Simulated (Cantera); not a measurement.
An isothermal, constant-pressure homogeneous reactor starts with NO : N2 = 6.6 : 0.28 (molar parts), at 1500 K and 825 Torr.

Computed with Cantera and GRI-Mech 3.0 (53 species, 325 reactions).

x: mole fraction; the columns are a selection and need not sum to one.

```
t (s)           x NO        x N2       x N2O         x O        x O2
--------  ----------  ----------  ----------  ----------  ----------
3.00e-5        0.959      0.0407     2.79e-7     3.55e-8    6.39e-11
9.17e-5        0.959      0.0407     8.52e-7     3.57e-8    2.49e-10
0.000280       0.959      0.0407     2.60e-6     3.65e-8     1.12e-9
0.000857       0.959      0.0407     7.87e-6     3.89e-8     6.91e-9
0.00262        0.959      0.0407     2.35e-5     4.62e-8     5.90e-8
0.00801        0.959      0.0407     6.63e-5     6.90e-8     7.15e-7
0.0245         0.959      0.0408    0.000162     1.38e-7     1.25e-5
0.0749         0.958      0.0411    0.000278     2.68e-7    0.000217
0.229          0.955      0.0425    0.000309     3.38e-7     0.00151
0.700          0.946      0.0469    0.000303     4.25e-7     0.00570
2.14           0.920  (withheld)    0.000286  (withheld)  (withheld)
6.54           0.850      0.0946    0.000243     9.48e-7      0.0527
20.0      (withheld)  (withheld)  (withheld)  (withheld)  (withheld)
```

Problem. Some entries are withheld; supply them.

Solution. 
- 2.14, x N2: 0.0596
- 2.14, x O: 6.11e-7
- 2.14, x O2: 0.0181
- 20.0, x NO: 0.689
- 20.0, x N2: 0.175
- 20.0, x N2O: 0.000158
- 20.0, x O: 1.45e-6
- 20.0, x O2: 0.133
